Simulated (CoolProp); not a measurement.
Vapour-liquid equilibrium of n-butane (1) + trans-2-butene (2) at 79.25 °C; x and y are mole fractions of (1).

Values from CoolProp's multi-fluid Helmholtz-energy mixture model, Bücker 2006 and Lemmon 2005; pair parameters Bell 2016.

| x | bubble pressure, mixture model (MPa) | bubble pressure, Raoult's law (MPa) | y, mixture model | y, Raoult's law |
|---|---|---|---|---|
| 0.05 | 0.9814 | 0.9784 | 0.053 | 0.051 |
| 0.2 | 0.9905 | 0.9811 | 0.206 | 0.203 |
| 0.35 | ___ | 0.9837 | 0.355 | 0.354 |
| 0.5 | ___ | 0.9864 | 0.502 | 0.504 |
| 0.65 | 0.9999 | 0.9890 | 0.650 | 0.654 |
| 0.8 | 0.9987 | 0.9917 | 0.798 | 0.803 |
| 0.95 | ___ | 0.9943 | 0.949 | 0.951 |

Problem. What belongs in the gaps?

Solution. 
- 0.35, bubble pressure, mixture model (MPa): 0.9962
- 0.5, bubble pressure, mixture model (MPa): 0.9992
- 0.95, bubble pressure, mixture model (MPa): 0.9963

The largest gap from Raoult's law is +1.3 % in bubble pressure, at x = 0.5. y crosses x between x = 0.5 and 0.65: the model has an azeotrope there.

The pair parameters rest on a limited set of measurements; away from them the model extrapolates.
